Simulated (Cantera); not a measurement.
Premixed flame

A freely propagating, adiabatic, planar premixed flame of 2.52 % CH4, 1.92 % C2H6, 0.328 % C3H8, 20.0 % O2, 75.2 % N2, unburnt at 550 K and 100.0 Torr; mixture-averaged transport, grid criteria slope 0.08 and curve 0.16, no radiation.

Computed with Cantera and GRI-Mech 3.0 (53 species, 325 reactions). Burning velocities carry a grid error of a few per cent, more on coarse grids.

```
z (mm)  T (K)  u (m/s)     x CH4    x C2H6   x C3H8    x C2H4      x OH    x C2H2
------  -----  -------  --------  --------  -------  --------  --------  --------
-6.84     550     1.13    0.0252    0.0192  0.00328   9.31e-8     <1e-8     <1e-8
-4.56     551     1.13    0.0252    0.0192  0.00328   1.88e-6     <1e-8   2.20e-8
-3.42     555     1.14    0.0250    0.0191  0.00327   1.44e-5     <1e-8   1.66e-7
-2.28     589     1.22    0.0243    0.0188  0.00324  0.000154   7.70e-7   1.91e-6
-1.14     842     1.76    0.0195    0.0147  0.00262   0.00136   3.07e-5   2.71e-5
-0.570   1157     2.45    0.0129   0.00724  0.00120   0.00232  0.000286   8.06e-5
0        1479     3.17   0.00454  0.000712  7.71e-5   0.00117   0.00214  0.000128
0.570    1608     3.45  0.000626   5.94e-6  2.37e-7   8.36e-5   0.00490   2.28e-5
1.14     1639     3.51   4.95e-5   1.39e-8    <1e-8   2.08e-6   0.00620   7.96e-7
2.28     1669     3.56   2.35e-7     <1e-8    <1e-8     <1e-8   0.00708     <1e-8
4.56     1708     3.63     <1e-8     <1e-8    <1e-8     <1e-8   0.00758     <1e-8
9.12     1760     3.73     <1e-8     <1e-8    <1e-8     <1e-8   0.00769     <1e-8
18.2     1823     3.84     <1e-8     <1e-8    <1e-8     <1e-8   0.00736     <1e-8
```
x: mole fraction of selected species; z is measured from the peak of heat release.

```
Property                     Value
------------------------  --------
laminar burning velocity  113 cm/s
thermal thickness          2.28 mm
peak x(C2H4)               0.00233
peak x(OH)                 0.00770
peak x(C2H2)              0.000133
grid points                    147
```
